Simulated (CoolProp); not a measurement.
Vapour-liquid equilibrium of R1234yf (1) + isobutane (2) at 0.021 MPa; x and y are mole fractions of (1).

The numbers come from the multi-fluid Helmholtz-energy mixture model, Lemmon 2022 and Bücker 2006; pair parameters Bell 2016 in CoolProp.

```csv
x,"bubble temperature, mixture model (K)","bubble temperature, Raoult's law (K)","y, mixture model","y, Raoult's law"
0.05,221.4,226.1,0.307,0.104
0.15,216.1,224.2,0.527,0.281
0.25,214.1,222.4,0.606,0.425
0.35,213.2,220.8,0.644,0.545
0.45,212.7,219.3,0.669,0.647
0.55,212.4,218.0,0.692,0.733
0.65,212.2,216.8,0.720,0.807
0.75,212.0,215.6,0.760,0.871
0.85,212.1,214.6,0.823,0.928
0.95,212.6,213.6,0.924,0.977
```

The largest gap from Raoult's law is -8.3 K in bubble temperature, at x = 0.25. y crosses x between x = 0.75 and 0.85: the model has an azeotrope there.

Pair parameters are fitted to limited data, so mixtures are less certain than the pure fluids.
